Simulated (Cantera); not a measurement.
Ignition delay

Mixture: H2 : O2 : N2 = 1 : 0.943 : 3.55 (molar parts), equivalence ratio 0.53, at 1050 Torr, adiabatic and at constant pressure. Ignition delay is the time to a rise of 400 K.

Detailed kinetics in Cantera: the H2/O2 subset of GRI-Mech 3.0, which has no nitrogen chemistry. Where the delays flatten at high temperature, the 400 K rule measures the pace of heat release, not the induction time.

| T0 (K) | delay (ms) |
|---|---|
| 1275 | 0.0260 |
| 1325 | 0.0218 |
| 1375 | 0.0189 |
| 1425 | 0.0168 |
| 1475 | 0.0155 |
| 1525 | 0.0146 |
| 1575 | 0.0141 |
| 1625 | 0.0138 |
| 1675 | 0.0138 |
